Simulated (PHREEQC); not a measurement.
Model water analysis in mg/L, 40 °C, pH 6.45, pe 11.4: Na 147; K 26.6; Ca 21.1; Mg 0.844; Cl 241; S(6) as SO4 18.2; Alkalinity as HCO3 47.9; Pb 2.4; O(0) (dissolved oxygen) 4.01; Sr 8.97; Si as SiO2 0.242.

Cl is adjusted to close the charge balance.
Valence states are taken as typed.

Equilibrium calculation in PHREEQC: ion-association model, phreeqc.dat.

This is a speciation only: nothing precipitates in the calculation.

**Question.** Order these Pb species by the share of Pb that they hold, largest first: PbCO3, PbSO4, Pb+2, PbCl+, PbHCO3+.

**Answer.** PbCO3 (43 %), Pb+2 (32 %), PbHCO3+ (13 %), PbCl+ (8.8 %), PbSO4 (1.4 %)

The pH is 6.45 and the ionic strength 0.00921 mol/kgw. Saturation is exceeded, for instance for Cerussite; the values hold only as long as no solid forms. Constants without temperature data keep their 25 °C values here.
